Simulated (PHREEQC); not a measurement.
0.52 g of hydrous ferric oxide (600 m²/g; 0.2 weak and 0.005 strong sites per Fe, Dzombak-Morel constants, diffuse double layer) in 1 kg of water with 0.3 mol/kgw of an inert sodium salt and 0.0033 mol/kgw NiCl2 and 0.00061 mol/kgw NaF, at 25 °C; the pH is set by adding NaOH or the inert anion's acid. Oxygen is held at 0.21 atm. CO2 from the air is kept out. Nothing may precipitate in this run.

Base run: PHREEQC, ion-association model, wateq4f.dat. Each further column changes one thing. The table gives F sorbed (%).

```json
[
 {"pH": "3", "base": "39.6", "no electrostatic term (-no_edl)": "1.0", "background salt from 0.3 to 0.03 mol/kgw": "71.4", "oxide from 0.52 to 2.6 g/kgw": "83.1"},
 {"pH": "3.67", "base": "46.6", "no electrostatic term (-no_edl)": "1.5", "background salt from 0.3 to 0.03 mol/kgw": "76.7", "oxide from 0.52 to 2.6 g/kgw": "88.0"},
 {"pH": "4.33", "base": "46.8", "no electrostatic term (-no_edl)": "1.7", "background salt from 0.3 to 0.03 mol/kgw": "73.6", "oxide from 0.52 to 2.6 g/kgw": "88.1"},
 {"pH": "5", "base": "41.9", "no electrostatic term (-no_edl)": "1.8", "background salt from 0.3 to 0.03 mol/kgw": "64.0", "oxide from 0.52 to 2.6 g/kgw": "84.9"},
 {"pH": "5.67", "base": "32.4", "no electrostatic term (-no_edl)": "1.8", "background salt from 0.3 to 0.03 mol/kgw": "49.6", "oxide from 0.52 to 2.6 g/kgw": "76.7"},
 {"pH": "6.33", "base": "22.0", "no electrostatic term (-no_edl)": "1.2", "background salt from 0.3 to 0.03 mol/kgw": "35.9", "oxide from 0.52 to 2.6 g/kgw": "63.1"},
 {"pH": "7.67", "base": "8.9", "no electrostatic term (-no_edl)": "0.0", "background salt from 0.3 to 0.03 mol/kgw": "15.5", "oxide from 0.52 to 2.6 g/kgw": "33.7"},
 {"pH": "8.33", "base": "2.8", "no electrostatic term (-no_edl)": "0.0", "background salt from 0.3 to 0.03 mol/kgw": "5.1", "oxide from 0.52 to 2.6 g/kgw": "15.2"},
 {"pH": "9", "base": "0.7", "no electrostatic term (-no_edl)": "0.0", "background salt from 0.3 to 0.03 mol/kgw": "1.2", "oxide from 0.52 to 2.6 g/kgw": "4.6"},
 {"pH": "9.67", "base": "0.2", "no electrostatic term (-no_edl)": "0.0", "background salt from 0.3 to 0.03 mol/kgw": "0.3", "oxide from 0.52 to 2.6 g/kgw": "1.1"},
 {"pH": "10.33", "base": "0.0", "no electrostatic term (-no_edl)": "0.0", "background salt from 0.3 to 0.03 mol/kgw": "0.1", "oxide from 0.52 to 2.6 g/kgw": "0.3"},
 {"pH": "11", "base": "0.0", "no electrostatic term (-no_edl)": "0.0", "background salt from 0.3 to 0.03 mol/kgw": "0.0", "oxide from 0.52 to 2.6 g/kgw": "0.1"}
]
```

In at least one series the solution becomes supersaturated in solids that the run did not let form, among them Ni(OH)2. The oxide is taken as insoluble; below pH 4 it would dissolve.
